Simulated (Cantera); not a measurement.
Cantera run:

```python
import numpy as np
import cantera as ct

gas_names = """
    H HO2 H2 H2O H2O2 O OH O2 O3 Ta TaO TaO2
""".split()
cond_names = """
    H2O(s) H2O(L) Ta(cr) Ta(L) Ta2O5(s) Ta2O5(L)
""".split()


# ... load() reads the species with a 1 bar reference pressure and builds the phases ...
atoms = {
    'Ta2O5': {'Ta': 2, 'O': 5},
    'H2': {'H': 2},
}
top_T = {}  # K; cautious upper limits of use, not melting points


# ... equilibrate(T, P, feed) seeds the gas with the atoms and calls Mixture.equilibrate('TP', solver="vcs", rtol=1e-11, max_steps=5000) ...
results = []
feed = {'Ta2O5': 1, 'H2': 640}  # mol
T = 1948.15  # K
P = 100000  # Pa
mix = equilibrate(T, P, feed)
results.append((T, P, feed, dict(zip(mix.species_names, mix.species_moles))))
x = sorted(zip(gas.X, gas.species_names), reverse=True)
print(f"T = {T:g} K  P = {P:g} Pa  gas = {mix.phase_moles(0):.4g} mol")
print("   x: " + "  ".join(f"{s} {v:.3e}" for v, s in x if v > 0.0001))
print("   condensed (mol): " + ("  ".join(f"{mix.phase(i).name} {mix.phase_moles(i):.4g}"
      for i in range(1, mix.n_phases) if mix.phase_moles(i) > 1e-12) or "none"))
```

Result:

```
T = 1948.15 K  P = 100000 Pa  gas = 640.4 mol
   x: H2 9.974e-01  H2O 1.447e-03  H 1.130e-03
   condensed (mol): Ta(cr) 0.3705  Ta2O5(s) 0.8146
```

Method: chemical equilibrium by Gibbs-energy minimisation in Cantera with the NASA 1993 tables (ideal gas, pure condensed phases). Mutual solubility and eutectic melting of coexisting phases are not modelled. Condensed phases not in the tables: N, O or C dissolved in the metal.
